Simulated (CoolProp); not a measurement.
Dimethyl ether at 303.51 K and 0.535 MPa is throttled through a valve to 0.346 MPa with no heat exchange. Each further row changes one setting.

Model: reference Helmholtz-energy equation of state, Wu 2011, in CoolProp.

| case | temperature change (K) | final density (kg/m³) |
|---|---|---|
| as stated | [?] | [?] |
| outlet pressure 0.104 MPa | [?] | [?] |
| outlet pressure 0.45 MPa | [?] | [?] |

**Question.** Some entries are withheld; supply them.

**Answer.** 
- as stated, temperature change (K): -4.6
- as stated, final density (kg/m³): 6.86
- outlet pressure 0.104 MPa, temperature change (K): -10.8
- outlet pressure 0.104 MPa, final density (kg/m³): 2.01
- outlet pressure 0.45 MPa, temperature change (K): -2.1
- outlet pressure 0.45 MPa, final density (kg/m³): 9.03
